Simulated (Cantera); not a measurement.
Low-pressure radical oxidation in H2/O2

An isothermal, constant-pressure homogeneous reactor starts with H2 : O2 = 0.011 : 1 (molar parts), at 1275 K and 3.75 Torr.

Cantera simulation using GRI-Mech 3.0 (53 species, 325 reactions); the numbers are that mechanism's predictions, not measurements. Radical loss at walls, strong at low pressure, is not modelled.

| t (s) | x H2 | x O2 | x HO2 | x H2O2 | x H |
|---|---|---|---|---|---|
| 7.00e-5 | 0.0109 | 0.989 | 9.86e-10 | <1e-12 | 6.73e-10 |
| 0.000229 | 0.0109 | 0.989 | 3.22e-9 | <1e-12 | 1.26e-9 |
| 0.000749 | 0.0109 | 0.989 | 1.05e-8 | 2.38e-12 | 2.59e-9 |
| 0.00245 | 0.0109 | 0.989 | 3.45e-8 | 2.45e-11 | 1.55e-8 |
| 0.00801 | 0.0108 | 0.989 | 1.26e-7 | 2.38e-10 | 3.08e-6 |
| 0.0262 | 7.15e-5 | 0.979 | 2.88e-7 | 7.58e-9 | 0.000472 |
| 0.0857 | 4.71e-5 | 0.979 | 2.68e-7 | 6.54e-9 | 0.000418 |
| 0.280 | 4.22e-5 | 0.980 | 2.55e-7 | 6.43e-9 | 0.000353 |
| 0.917 | 3.05e-5 | 0.983 | 2.18e-7 | 6.05e-9 | 0.000213 |
| 3.00 | 1.34e-5 | 0.986 | 1.42e-7 | 4.88e-9 | 6.08e-5 |
x: mole fraction; the columns are a selection and need not sum to one.

Equilibrium at this temperature and pressure: H2 8.64e-9, O2 0.989, HO2 8.27e-9, H2O2 3.47e-11, H 9.75e-10 (gas phase only).
